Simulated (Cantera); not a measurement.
# CS₂ + H₂ (abatement and gas-phase synthesis)

Input: 1 mol CS₂, 0.26 mol H₂, at 0.133 bar.

Cantera equilibrium calculation (NASA polynomials, part measured and part estimated; ideal gas, pure solids and liquids). Candidate condensed phases: C, C₆H₆, C₇H₈, C₈H₁₈, S; 83 gas species. Gases not in the tables: S₃ to S₇. Rates play no part.

From 825 K to 2025 K the condensed part is C(graphite). From 2175 K to 2775 K nothing is condensed. The main C-bearing gas is CS₂ at 825 K and CS at 2775 K.

```
T (K)   x CS₂      x CS    x H₂S     x H₂    x S₂       x S       x H      x SH  n C(graphite)
-----  ------  --------  -------  -------  ------  --------  --------  --------  -------------
825     0.700  8.77e-10    0.228  0.00177  0.0700  2.04e-11    <1e-12   1.36e-6          0.208
975     0.685   1.22e-7    0.217   0.0113  0.0858   2.85e-9  3.34e-10   2.03e-5          0.221
1125    0.675   4.52e-6    0.186   0.0396  0.0994   1.07e-7   2.42e-8  0.000139          0.222
1275    0.668   7.09e-5    0.135   0.0848   0.111   1.73e-6   5.88e-7  0.000550          0.212
1425    0.661  0.000617   0.0867    0.128   0.122   1.56e-5   6.68e-6   0.00148          0.200
1575    0.653   0.00352   0.0532    0.157   0.131   9.23e-5   4.51e-5   0.00308          0.193
1725    0.637    0.0146   0.0328    0.173   0.137  0.000400  0.000211   0.00540          0.185
1875    0.606    0.0475   0.0205    0.178   0.138   0.00135  0.000758   0.00833          0.165
2025    0.541     0.125   0.0127    0.175   0.130   0.00369   0.00220    0.0114          0.108
2175    0.430     0.258  0.00761    0.162   0.115   0.00847   0.00537    0.0139              0
2325    0.301     0.345  0.00571    0.146   0.150    0.0211    0.0115    0.0197              0
2475    0.193     0.412  0.00405    0.130   0.170    0.0444    0.0222    0.0248              0
2625    0.116     0.452  0.00271    0.111   0.170    0.0815    0.0388    0.0282              0
2775   0.0663     0.466  0.00168   0.0913   0.152     0.132    0.0619    0.0289              0
```
x: gas mole fraction; n: condensed amount in mol.
